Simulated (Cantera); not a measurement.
A closed system holds: 1 mol Si, 0.023 mol CO2, 860 mol H2, 0.068 mol H2O, held at 973.15 K and 0.100 bar.

Cantera equilibrium calculation (NASA polynomials, part measured and part estimated; ideal gas, pure solids and liquids). Candidate condensed phases: C, C6H6, C7H8, C8H18, H2O, Si, SiC, SiO2; 123 gas species. The numbers say what is thermodynamically allowed, not how fast it happens.

Base state: H2 1.000 (mole fractions); condensed: Si(s) + SiC(s) + SiO2(β-quartz).

Question: What changes in the equilibrium state with this change: temperature from 973.15 K to 1273 K?

Answer: 
```
species               before    after
-------------------  -------  -------
H2                     1.000    1.000
SiO                  1.64e-9  3.88e-5
Si(s), mol             0.923    0.906
SiC(s), mol           0.0196   0.0206
SiO2(β-quartz), mol   0.0570   0.0401
```
Mutual solubility and eutectic melting of coexisting phases are not modelled. The tables hold silica as quartz up to 1696 K and as liquid above; real silica turns to tridymite and cristobalite and melts near 1996 K.
